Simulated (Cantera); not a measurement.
A closed system holds: 1 mol SiCl₄, 0.73 mol CH₄, 250 mol H₂, at 875 °C and 1.33 mbar.

Cantera equilibrium calculation (NASA polynomials, part measured and part estimated; ideal gas, pure solids and liquids). Candidate condensed phases: C, C₆H₆, C₇H₈, C₈H₁₈, Si, SiC; 109 gas species. Mutual solubility and eutectic melting of coexisting phases are not modelled. The tables' values for SiCl₃ are old estimates; treat these amounts as uncertain. Kinetics and transport are ignored.

**Question.** What is the equilibrium state?

**Answer.** 
- x(H₂): 0.985
- x(HCl): 0.0147
- x(SiCl₂): 0.000484
- x(SiCl₃): 1.30e-5
- x(SiHCl₃): 5.18e-6
- x(SiCl₄): 3.86e-6
- x(H): 1.95e-6
- n(Si(s)): 0.141 mol
- n(SiC(s)): 0.730 mol
- gas amount: 253.5 mol
- log10 activity of C(graphite) (absent): -2.92
